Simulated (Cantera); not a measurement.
Feed: 1 mol TiO₂, 0.57 mol C, 14 mol H₂, equilibrated at 2700 Pa.

Points: T (K) = 1148, 1173, 1198, 1223, 1248, 1273, 1298, 1323, 1348, 1373, 1398, 1423, 1448, 1473.

Cantera's Mixture.equilibrate('TP', solver="vcs", rtol=1e-11, max_steps=5000) on the NASA tables stopped like this:

```
*******************************************************************************
CanteraError thrown by VCS_SOLVE::solve_tp_inner:
vcs_solve_TP: ERROR on step change wt[118:Ti3O5(b)]: -8.673617379884035e-19 < 0.0
*******************************************************************************
```

Q: What got this run through?

A: Several could match; the one computed here: The failure is numerical, not chemical. The same input converged with solver="gibbs", rtol=1e-10, max_steps=50000, and the result passed a check of the equilibrium conditions:
```
log10 of partial pressures in bar; condensed amounts in mol
       T/K        H2        CO       CH4     C(gr)    TiC(s)  Ti2O3(b)  Ti3O5(b)
      1148    -1.579    -3.202    -4.782    0.2283         0         0    0.3333
      1173    -1.582    -3.109    -4.874   0.09799   0.04948         0    0.3168
      1198    -1.585    -3.004    -5.051         0   0.03229    0.4387   0.03007
      1223    -1.585    -2.999    -5.269         0   0.02703    0.4865         0
      1248    -1.585    -2.998    -5.480         0   0.02749    0.4863         0
      1273    -1.585    -2.998    -5.683         0   0.02776    0.4861         0
      1298    -1.585    -2.998    -5.878         0   0.02793     0.486         0
      1323    -1.585    -2.998    -6.066         0   0.02804     0.486         0
      1348    -1.585    -2.998    -6.246         0   0.02811    0.4859         0
      1373    -1.585    -2.998    -6.420         0   0.02816    0.4859         0
      1398    -1.585    -2.998    -6.587         0   0.02819    0.4859         0
      1423    -1.585    -2.998    -6.749         0   0.02822    0.4859         0
      1448    -1.585    -2.998    -6.904         0   0.02824    0.4859         0
      1473    -1.585    -2.998    -7.054         0   0.02825    0.4859         0
```

The gas is ideal and each condensed phase is pure. Mutual solubility and eutectic melting of coexisting phases are not modelled. TiC: taken at fixed stoichiometry.
